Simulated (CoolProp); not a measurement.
Model: reference Helmholtz-energy equation of state, Span 2000, in CoolProp.

### Question
For nitrogen, give the phase and the cp (kJ/(kg K)), conductivity (mW/(m K)) at 261.85 °C and 0.119 MPa; -10.45 °C and 16.4 MPa; 273.35 °C and 7.96 MPa.

### Answer
- 261.85 °C and 0.119 MPa: gas; cp 1.06, conductivity 41.1
- -10.45 °C and 16.4 MPa: supercritical; cp 1.37, conductivity 34.6
- 273.35 °C and 7.96 MPa: supercritical; cp 1.09, conductivity 43.6

Thermal conductivity comes from a separate model (Lemmon 2004).
